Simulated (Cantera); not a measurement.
Feed: 1 mol SiC, 0.089 mol CO₂, 19 mol H₂, held at 2150 K and 1330 Pa.

Cantera equilibrium calculation (NASA polynomials, part measured and part estimated; ideal gas, pure solids and liquids). Candidate condensed phases: C, C₆H₆, C₇H₈, C₈H₁₈, H₂O, Si, SiC, SiO₂; 123 gas species. Gases not in the tables: Si₂H₆ and higher silanes. Kinetics and transport are ignored.

Base state: H₂ 0.951, H 0.0356, CO 0.00848, Si 0.00362, SiO 0.000598, C₂H₂ (acetylene) 0.000336, SiH 0.000199, Si₂C 0.000178 (mole fractions); condensed: SiC(s).

What changes in the equilibrium state with this change: H₂ from 19 to 5 mol?


```tsv
species	before	after
H₂	0.951	0.925
H	0.0356	0.0351
CO	0.00848	0.0283
SiO	0.000598	0.00523
Si	0.00362	0.00586
C₂H₂ (acetylene)	0.000336	0.000125
Si₂	1.13e-5	2.95e-5
Si₂C	0.000178	0.000288
SiC(s), mol	0.904	0.936
```

What changes in the equilibrium state with this change: pressure from 1330 Pa to 100000 Pa?


```tsv
species	before	after
H₂	0.951	0.986
CO	0.00848	0.00697
H	0.0356	0.00419
Si	0.00362	0.000104
SiO	0.000598	0.00229
SiC₂	5.22e-5	3.23e-7
CH₄	1.51e-6	5.66e-5
Si₂C	0.000178	5.12e-6
SiC(s), mol	0.904	0.951
```
